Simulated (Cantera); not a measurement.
An isothermal, constant-pressure homogeneous reactor starts with C₃H₈ : H₂ = 1 : 46 (molar parts), at 1350 K and 760 Torr.

Computed with Cantera and GRI-Mech 3.0 (53 species, 325 reactions). GRI-Mech 3.0 was tuned for natural gas; its chemistry of propane as a main component is partial and can be far from experiment. GRI-Mech 3.0 stops at C3 and has no aromatics, soot or wall deposition, so with more carbon than oxygen in the feed, carbon stays in small species such as C2H2 where larger ones or solid carbon would form.

Predict: x(C₃H₈) at 10.0 s; x(H₂) at 10.0 s; x(C₂H₄) at 10.0 s; x(C₂H₂) at 10.0 s.


* **x(C₃H₈) at 10.0 s**: 2.79e-9 (gas-phase equilibrium 2.48e-9)
* **x(H₂) at 10.0 s**: 0.937 (gas-phase equilibrium 0.937)
* **x(C₂H₄) at 10.0 s**: 0.000284 (gas-phase equilibrium 0.000254)
* **x(C₂H₂) at 10.0 s**: 0.000203 (gas-phase equilibrium 0.000179)
